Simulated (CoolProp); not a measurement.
Vapour-liquid equilibrium of acetone (1) + toluene (2) at 0.1 MPa; x and y are mole fractions of (1).

Values from CoolProp's multi-fluid Helmholtz-energy mixture model, Lemmon 2006 and Lemmon 2006; pair parameters Bell 2016.

| x | bubble temperature, mixture model (K) | bubble temperature, Raoult's law (K) | y, mixture model | y, Raoult's law |
|---|---|---|---|---|
| 0.05 | 373.8 | 377.1 | 0.272 | 0.206 |
| 0.125 | 363.7 | 369.4 | 0.499 | 0.422 |
| 0.2 | ___ | 363.0 | ___ | 0.568 |
| 0.275 | ___ | 357.6 | ___ | 0.673 |
| 0.35 | ___ | 352.9 | 0.765 | 0.749 |
| 0.425 | 344.5 | 348.9 | 0.808 | 0.808 |
| 0.5 | 341.8 | 345.3 | 0.842 | 0.853 |
| 0.575 | 339.4 | 342.1 | ___ | 0.889 |
| 0.65 | 337.3 | 339.3 | 0.897 | 0.918 |
| 0.725 | 335.3 | 336.7 | ___ | 0.941 |
| 0.8 | 333.5 | 334.3 | 0.943 | 0.961 |
| 0.875 | 331.7 | 332.1 | 0.965 | 0.978 |
| 0.95 | 330.0 | 330.1 | 0.986 | 0.992 |

**Question.** What belongs in the gaps?

**Answer.** 
- 0.2, bubble temperature, mixture model (K): 356.7
- 0.2, y, mixture model: 0.627
- 0.275, bubble temperature, mixture model (K): 351.7
- 0.275, y, mixture model: 0.708
- 0.35, bubble temperature, mixture model (K): 347.7
- 0.575, y, mixture model: 0.871
- 0.725, y, mixture model: 0.921

The largest gap from Raoult's law is -6.3 K in bubble temperature, at x = 0.2. No azeotrope shows between x = 0.05 and 0.95.

The pair parameters rest on a limited set of measurements; away from them the model extrapolates.
